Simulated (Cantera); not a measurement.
## Premixed flame

A freely propagating, adiabatic, planar premixed flame of C2H6 : O2 : N2 : H2O = 1 : 2.5 : 9.4 : 0.38 (molar parts), equivalence ratio 1.4, unburnt at 523 K and 0.365 atm; mixture-averaged transport, grid criteria slope 0.08 and curve 0.16, no radiation.

Model: GRI-Mech 3.0 (53 species, 325 reactions), integrated in Cantera. Burning velocities carry a grid error of a few per cent, more on coarse grids.

| z (mm) | T (K) | u (m/s) | x C2H6 | x O2 | x H2O | x H2 | x CO | x CH2O |
|---|---|---|---|---|---|---|---|---|
| -2.81 | 523 | 0.868 | 0.0751 | 0.188 | 0.0286 | 0.00303 | 8.56e-6 | 2.38e-7 |
| -1.87 | 526 | 0.877 | 0.0747 | 0.186 | 0.0289 | 0.00826 | 9.99e-5 | 3.75e-6 |
| -1.40 | 537 | 0.901 | 0.0741 | 0.184 | 0.0302 | 0.0145 | 0.000492 | 2.37e-5 |
| -0.935 | 617 | 1.05 | 0.0711 | 0.176 | 0.0389 | 0.0262 | 0.00367 | 0.000257 |
| -0.468 | 1037 | 1.84 | 0.0482 | 0.133 | 0.0790 | 0.0440 | 0.0256 | 0.00200 |
| -0.234 | 1420 | 2.59 | 0.0198 | 0.0896 | 0.114 | 0.0529 | 0.0526 | 0.00205 |
| 0 | 1764 | 3.30 | 0.00148 | 0.0440 | 0.147 | 0.0567 | 0.0819 | 0.000722 |
| 0.234 | 1942 | 3.65 | 1.15e-5 | 0.0168 | 0.165 | 0.0543 | 0.0937 | 0.000166 |
| 0.468 | 2002 | 3.76 | 6.41e-8 | 0.00618 | 0.171 | 0.0523 | 0.0923 | 3.46e-5 |
| 0.935 | 2029 | 3.79 | <1e-8 | 0.00141 | 0.170 | 0.0526 | 0.0858 | 1.37e-6 |
| 1.87 | 2041 | 3.80 | <1e-8 | 0.000728 | 0.168 | 0.0541 | 0.0819 | <1e-8 |
| 3.74 | 2055 | 3.82 | <1e-8 | 0.000574 | 0.169 | 0.0545 | 0.0814 | <1e-8 |
| 7.48 | 2074 | 3.85 | <1e-8 | 0.000400 | 0.170 | 0.0547 | 0.0817 | <1e-8 |
x: mole fraction of selected species; z is measured from the peak of heat release.

```yaml
laminar_burning_velocity: 86.5 cm/s
thermal_thickness: 0.935 mm
peak x(H2): 0.0567
peak x(CO): 0.0940
peak x(CH2O): 0.00232
grid_points: 148
```
